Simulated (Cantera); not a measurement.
# Equilibrium for halide evaporation, hydrolysis and transport: CsCl + H₂O + N₂

Charge: 1 mol CsCl, 4 mol H₂O, 450 mol N₂, held at 480 Pa.

Cantera equilibrium calculation (NASA polynomials, part measured and part estimated; ideal gas, pure solids and liquids). Candidate condensed phases: Cs, CsCl, CsOH, H₂O, NH₄Cl; 37 gas species. Equilibrium is a limit: real reactors are often held back by kinetics, nucleation or transport.

From 1348 K to 2048 K nothing is condensed. The main Cs-bearing gas is CsCl throughout.

| T (K) | x N₂ | x H₂O | x CsCl | x H₂ | x H | x O₂ | x OH |
|---|---|---|---|---|---|---|---|
| 1348 | 0.989 | 0.00876 | 0.00218 | 1.17e-5 | 1.14e-7 | 4.52e-6 | 1.38e-6 |
| 1448 | 0.989 | 0.00873 | 0.00217 | 3.26e-5 | 7.60e-7 | 1.26e-5 | 4.84e-6 |
| 1548 | 0.989 | 0.00867 | 0.00215 | 7.94e-5 | 3.96e-6 | 3.08e-5 | 1.44e-5 |
| 1648 | 0.989 | 0.00854 | 0.00212 | 0.000173 | 1.69e-5 | 6.70e-5 | 3.75e-5 |
| 1748 | 0.989 | 0.00830 | 0.00206 | 0.000341 | 6.09e-5 | 0.000132 | 8.64e-5 |
| 1848 | 0.988 | 0.00788 | 0.00197 | 0.000615 | 0.000190 | 0.000237 | 0.000179 |
| 1948 | 0.988 | 0.00719 | 0.00182 | 0.00101 | 0.000519 | 0.000390 | 0.000333 |
| 2048 | 0.986 | 0.00616 | 0.00161 | 0.00151 | 0.00126 | 0.000587 | 0.000558 |
x: gas mole fraction; nothing condenses.
